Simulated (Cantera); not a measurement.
An adiabatic, constant-volume homogeneous reactor starts with CO : H₂ : O₂ : N₂ : H₂O = 1 : 1.1 : 1.98 : 7.45 : 1.1 (molar parts), equivalence ratio 0.53, at 1025 K and 210 Torr. Integrator tolerance rtol = 1e-08.

Computed with Cantera and GRI-Mech 3.0 (53 species, 325 reactions).

### Question
What does this change do: pressure from 210 Torr to 3150 Torr?

### Answer
```json
[
 {"quantity": "time of steepest temperature rise", "before": "0.681 ms", "after": "6.25 ms"},
 {"quantity": "temperature at 0.500 s", "before": "2346 K", "after": "2415 K"},
 {"quantity": "equilibrium temperature", "before": "2346 K", "after": "2415 K"},
 {"quantity": "x(CO) at 0.500 s", "before": "0.00586 (gas-phase equilibrium 0.00586)", "after": "0.00237 (gas-phase equilibrium 0.00237)"},
 {"quantity": "x(H₂) at 0.500 s", "before": "0.00231 (gas-phase equilibrium 0.00231)", "after": "0.000879 (gas-phase equilibrium 0.000879)"},
 {"quantity": "x(O₂) at 0.500 s", "before": "0.0755 (gas-phase equilibrium 0.0755)", "after": "0.0743 (gas-phase equilibrium 0.0743)"},
 {"quantity": "x(NO₂) at 0.500 s", "before": "4.52e-6 (gas-phase equilibrium 4.53e-6)", "after": "1.84e-5 (gas-phase equilibrium 1.84e-5)"},
 {"quantity": "x(NO) at 0.500 s", "before": "0.00930 (gas-phase equilibrium 0.00930)", "after": "0.0106 (gas-phase equilibrium 0.0106)"},
 {"quantity": "x(OH) at 0.500 s", "before": "0.0103 (gas-phase equilibrium 0.0103)", "after": "0.00665 (gas-phase equilibrium 0.00665)"}
]
```
The hydrogen kinetics of GRI-Mech 3.0 are dated; newer H2 mechanisms differ, most at raised pressure.

### Question
What does this change do: pressure from 210 Torr to 760 Torr?

### Answer
| quantity | before | after |
|---|---|---|
| time of steepest temperature rise | 0.681 ms | 0.774 ms |
| temperature at 0.500 s | 2346 K | 2384 K |
| equilibrium temperature | 2346 K | 2384 K |
| x(CO) at 0.500 s | 0.00586 (gas-phase equilibrium 0.00586) | 0.00395 (gas-phase equilibrium 0.00395) |
| x(H₂) at 0.500 s | 0.00231 (gas-phase equilibrium 0.00231) | 0.00151 (gas-phase equilibrium 0.00151) |
| x(O₂) at 0.500 s | 0.0755 (gas-phase equilibrium 0.0755) | 0.0748 (gas-phase equilibrium 0.0748) |
| x(NO₂) at 0.500 s | 4.52e-6 (gas-phase equilibrium 4.53e-6) | 8.85e-6 (gas-phase equilibrium 8.85e-6) |
| x(NO) at 0.500 s | 0.00930 (gas-phase equilibrium 0.00930) | 0.00998 (gas-phase equilibrium 0.00998) |
| x(OH) at 0.500 s | 0.0103 (gas-phase equilibrium 0.0103) | 0.00853 (gas-phase equilibrium 0.00853) |
